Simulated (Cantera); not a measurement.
Charge: 1 mol Si, 9.7 mol Cl2, 0.24 mol H2, at 1475 K and 0.620 bar.

Equilibrium computed with Cantera from the NASA thermochemical tables; the gas is ideal and each condensed phase is pure. Candidate condensed phases: Si; 19 gas species. Kinetics and transport are ignored.

Base state: Cl2 0.784, SiCl4 0.109, Cl 0.0554, HCl 0.0522 (mole fractions); condensed: gas only.

Problem. What changes in the equilibrium state with this change: pressure from 0.620 bar to 6.10 Pa?

Solution. 
```tsv
species	before	after
Cl	0.0554	0.888
SiCl4	0.109	0.0608
HCl	0.0522	0.0298
Cl2	0.784	0.0199
SiCl2	<1e-9	7.81e-5
SiCl3	3.34e-6	0.00118
```
The tables' values for SiCl3 are old estimates; treat these amounts as uncertain.
